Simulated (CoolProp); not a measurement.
A single-stage vapour-compression cycle with the fluid: evaporating at 253.15 K (dew point), condensing at 322.15 K (bubble point), superheat 2 K, subcooling 2 K, compressor efficiency 0.7, no pressure losses. The same conditions are run with several fluids, on thermodynamics alone (safety and materials aside).

Model: reference Helmholtz-energy equation of state of each fluid (R410A: Lemmon 2003; R245ca: Zhou 2016; trans-2-butene: Lemmon 2005; R125: Lemmon 2005; vinyl chloride: Thol 2022; R143a: Lemmon and Jacobsen 2000), in CoolProp. Blends and air are pseudo-pure fits.

Q: Rank R410A, R245ca, trans-2-butene, R125, vinyl chloride, R143a by cooling COP, highest first.

A: vinyl chloride (2.03), trans-2-butene (1.96), R245ca (1.90), R410A (1.63), R143a (1.53), R125 (1.31)

```csv
fluid,pressure ratio,discharge temperature (K),refrigerating effect (kJ/kg),volumetric capacity (kJ/m³)
R410A,7.52,376.4,137,2080
R245ca,19.7,342.0,139,105
trans-2-butene,11.1,351.1,274,313
R125,7.35,338.5,59.1,1250
vinyl chloride,9.74,402.4,260,614
R143a,7.15,349.3,101,1400
```
